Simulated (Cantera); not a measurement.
An isothermal, constant-pressure homogeneous reactor starts with NO : N2 = 1 : 3.1 (molar parts), at 2223 K and 1330 Pa. Integrator tolerance rtol = 1e-08.

Detailed kinetics in Cantera: GRI-Mech 3.0 (53 species, 325 reactions). Radical loss at walls, strong at low pressure, is not modelled.

Q: What does this change do: temperature 2223 to 1400 K?

A: 
```
quantity                                           before                                    after
----------------  ---------------------------------------  ---------------------------------------
x(NO) at 50.0 s     0.0102 (gas-phase equilibrium 0.0102)   0.244 (gas-phase equilibrium 0.000585)
x(N2O) at 50.0 s  6.89e-8 (gas-phase equilibrium 6.89e-8)  1.71e-5 (gas-phase equilibrium 4.53e-9)
x(O2) at 50.0 s       0.112 (gas-phase equilibrium 0.112)    7.81e-5 (gas-phase equilibrium 0.122)
x(NO2) at 50.0 s  1.06e-6 (gas-phase equilibrium 1.06e-6)  1.13e-5 (gas-phase equilibrium 3.81e-7)
x(N2) at 50.0 s       0.869 (gas-phase equilibrium 0.869)      0.756 (gas-phase equilibrium 0.878)
```

Q: What does this change do: temperature 2223 to 1825 K?

A: 
```tsv
quantity	before	after
x(NO) at 50.0 s	0.0102 (gas-phase equilibrium 0.0102)	0.197 (gas-phase equilibrium 0.00362)
x(N2O) at 50.0 s	6.89e-8 (gas-phase equilibrium 6.89e-8)	1.28e-5 (gas-phase equilibrium 2.52e-8)
x(O2) at 50.0 s	0.112 (gas-phase equilibrium 0.112)	0.0234 (gas-phase equilibrium 0.120)
x(NO2) at 50.0 s	1.06e-6 (gas-phase equilibrium 1.06e-6)	1.76e-5 (gas-phase equilibrium 7.50e-7)
x(N2) at 50.0 s	0.869 (gas-phase equilibrium 0.869)	0.780 (gas-phase equilibrium 0.876)
```
